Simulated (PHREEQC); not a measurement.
A made-up water analysis in mg/L, 20 °C, pH 6.43, pe 8.8: Na 232; K 0.000246; Ca 115; Mg 21.2; Cl 279; S(6) as SO4 114; Alkalinity as HCO3 446; O(0) (dissolved oxygen) 0.36.

Valence states are taken as typed.

Model: ion-association model, phreeqc.dat, run in PHREEQC.

Precipitation was switched off in this run.

### Question
What specific conductance, charge-balance error does the model give?

### Answer
specific conductance 1550 µS/cm; charge-balance error 0.1 %.

### Question
In which forms is S present?

### Answer
SO4-2 81 %, CaSO4 12 %, MgSO4 4.4 %, NaSO4- 2.3 % of the S.

Complexes and solids missing from the database can't appear.
